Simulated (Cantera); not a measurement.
A perfectly stirred reactor is fed with NH₃ : N₂ = 1 : 0.76 (molar parts), at 31.5 Torr; it is held at 1450 K, and followed from long to short residence time.

Cantera simulation using the gas-phase N/H chemistry of the illustrative SiF4/NH3 mechanism in the Surface Chemkin manual (1991); the numbers are that mechanism's predictions, not measurements. Walls and surfaces, which speed up NH3 decomposition in real reactors, are not modelled.

### Question
What does this change do: temperature 1450 to 1648 K?

### Answer
```tsv
quantity	before	after
x(NH₃) at τ = 7.90 s	0.559	0.423
x(H₂) at τ = 7.90 s	0.00890	0.139
x(H) at τ = 7.90 s	3.13e-7	1.91e-5
x(N) at τ = 7.90 s	8.06e-10	4.75e-8
x(NH₂) at τ = 7.90 s	4.08e-5	0.000142
x(NH₃) at τ = 20.0 ms	0.568	0.568
x(H₂) at τ = 20.0 ms	1.29e-6	0.000132
x(H) at τ = 20.0 ms	4.81e-10	3.06e-8
x(N) at τ = 20.0 ms	<1e-12	9.13e-11
x(NH₂) at τ = 20.0 ms	2.45e-6	8.67e-5
```
